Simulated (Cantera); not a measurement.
A closed system holds: 1 mol SiO2, 0.32 mol C, 12 mol H2, at 1575 K and 1.28 Torr.

Equilibrium computed with Cantera from the NASA thermochemical tables; the gas is ideal and each condensed phase is pure. Candidate condensed phases: C, C6H6, C7H8, C8H18, H2O, Si, SiC, SiO2; 123 gas species. The tables hold silica as quartz up to 1696 K and as liquid above; real silica turns to tridymite and cristobalite and melts near 1996 K. Kinetics and transport are ignored.

Base state: H2 0.948, SiO 0.0256, CO 0.0253, H 0.000981, H2O 0.000294 (mole fractions); condensed: SiO2(β-quartz).

Question: What changes in the equilibrium state with this change: temperature from 1575 K to 1775 K?

Answer: 
```tsv
species	before	after
H2	0.948	0.909
SiO	0.0256	0.0420
CO	0.0253	0.0247
H2O	0.000294	0.0170
CO2	2.70e-6	0.000124
H	0.000981	0.00669
SiO2(β-quartz), mol	0.676	0
SiO2(condensed), mol	0	0.458
```

Question: What changes in the equilibrium state with this change: pressure from 1.28 Torr to 0.128 Torr?

Answer: 
| species | before | after |
|---|---|---|
| H2 | 0.948 | 0.941 |
| SiO | 0.0256 | 0.0279 |
| CO | 0.0253 | 0.0252 |
| H2O | 0.000294 | 0.00267 |
| CO2 | 2.70e-6 | 2.47e-5 |
| H | 0.000981 | 0.00309 |
| SiO2(β-quartz), mol | 0.676 | 0.646 |

Question: What changes in the equilibrium state with this change: C from 0.32 to 0.72 mol?

Answer: 
| species | before | after |
|---|---|---|
| H2 | 0.948 | 0.892 |
| SiO | 0.0256 | 0.0537 |
| CO | 0.0253 | 0.0535 |
| H2O | 0.000294 | 0.000132 |
| H | 0.000981 | 0.000952 |
| SiO2(β-quartz), mol | 0.676 | 0.278 |
